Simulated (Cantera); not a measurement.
Input: 1 mol FeS2, 1.3 mol SO3, a varied amount of N2, held at 825 K and 9.00 Torr.

These are equilibrium values from Cantera (NASA tables, ideal gas, pure condensed phases), not measurements of a reactor. Candidate condensed phases: Fe, FeO, FeS, FeSO4, FeS2, Fe2O3, Fe2(SO4)3, Fe3O4, S; 19 gas species. FeS: taken at fixed stoichiometry. Gases not in the tables: S3 to S7. Equilibrium is a limit: real reactors are often held back by kinetics, nucleation or transport.

Task: Which condensed phases are stable at each of these points (n(N2) (mol)): 0.55, 2, 3.4, 4.8, 6.2, 7.6, 9, 10, 12?

Result: 
```tsv
n(N2) (mol)	condensed phases	Fe condensed (%)
0.55	FeS(s) + FeS2(s)	100.0
2	FeS(s) + FeS2(s)	100.0
3.4	FeS(s) + FeS2(s)	100.0
4.8	FeS(s)	100.0
6.2	FeS(s)	100.0
7.6	FeS(s)	100.0
9	FeS(s)	100.0
10	FeS(s)	100.0
12	FeS(s)	100.0
```

From 0.55 mol N2 to 3.4 mol N2 the condensed part is FeS(s) + FeS2(s). From 4.8 mol N2 to 12 mol N2 the condensed part is FeS(s).
